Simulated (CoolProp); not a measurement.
Vapour-liquid equilibrium of carbon dioxide (1) + R123 (2) at 4.95 °C; x and y are mole fractions of (1).

Model: multi-fluid Helmholtz-energy mixture model, Span 1996 and Younglove 1994; pair parameters Bell 2016, in CoolProp.

Q: Give the bubble pressure and the first vapour's composition at x = 0.35, 0.65, 0.75. Is there an azeotrope?

A: x = 0.35: 994.2 kPa, y = 0.964; x = 0.65: 2116 kPa, y = 0.987; x = 0.75: 2586 kPa, y = 0.992. No azeotrope shows between x = 0.05 and 0.95.

Pair parameters are fitted to limited data, so mixtures are less certain than the pure fluids.
